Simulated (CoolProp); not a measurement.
Saturation properties of p-xylene (Tc = 616.2 K, pc = 3.532 MPa, ω = 0.324).

Computed with CoolProp (reference Helmholtz-energy equation of state, Zhou 2012).

```json
[
 {"T (K)": "313.1", "p (MPa)": "0.002649", "surface tension (mN/m)": "26.2", "liquid viscosity (µPa s)": "510"},
 {"T (K)": "332.1", "p (MPa)": "0.006553", "surface tension (mN/m)": "24.3", "liquid viscosity (µPa s)": "419"},
 {"T (K)": "351.1", "p (MPa)": "?", "surface tension (mN/m)": "22.3", "liquid viscosity (µPa s)": "352"},
 {"T (K)": "370.2", "p (MPa)": "?", "surface tension (mN/m)": "20.4", "liquid viscosity (µPa s)": "300"},
 {"T (K)": "389.2", "p (MPa)": "0.05366", "surface tension (mN/m)": "18.5", "liquid viscosity (µPa s)": "?"},
 {"T (K)": "408.2", "p (MPa)": "0.09276", "surface tension (mN/m)": "16.6", "liquid viscosity (µPa s)": "225"},
 {"T (K)": "427.2", "p (MPa)": "0.1516", "surface tension (mN/m)": "14.8", "liquid viscosity (µPa s)": "197"},
 {"T (K)": "446.2", "p (MPa)": "0.2360", "surface tension (mN/m)": "13.0", "liquid viscosity (µPa s)": "173"},
 {"T (K)": "465.2", "p (MPa)": "0.3528", "surface tension (mN/m)": "11.3", "liquid viscosity (µPa s)": "?"},
 {"T (K)": "484.2", "p (MPa)": "0.5094", "surface tension (mN/m)": "?", "liquid viscosity (µPa s)": "133"},
 {"T (K)": "503.2", "p (MPa)": "0.7137", "surface tension (mN/m)": "?", "liquid viscosity (µPa s)": "116"},
 {"T (K)": "522.2", "p (MPa)": "0.9748", "surface tension (mN/m)": "6.36", "liquid viscosity (µPa s)": "102"},
 {"T (K)": "541.2", "p (MPa)": "?", "surface tension (mN/m)": "4.84", "liquid viscosity (µPa s)": "90.6"},
 {"T (K)": "560.3", "p (MPa)": "1.712", "surface tension (mN/m)": "3.39", "liquid viscosity (µPa s)": "80.7"}
]
```

### Question
Some entries are withheld; supply them.

### Answer

- 351.1, p (MPa): 0.01444
- 370.2, p (MPa): 0.02903
- 389.2, liquid viscosity (µPa s): 259
- 465.2, liquid viscosity (µPa s): 151
- 484.2, surface tension (mN/m): 9.59
- 503.2, surface tension (mN/m): 7.95
- 541.2, p (MPa): 1.303

It boils at 411.5 K under 1 atm.

Viscosity comes from a separate model (Balogun 2015). Surface tension comes from a separate correlation (Mulero 2014).
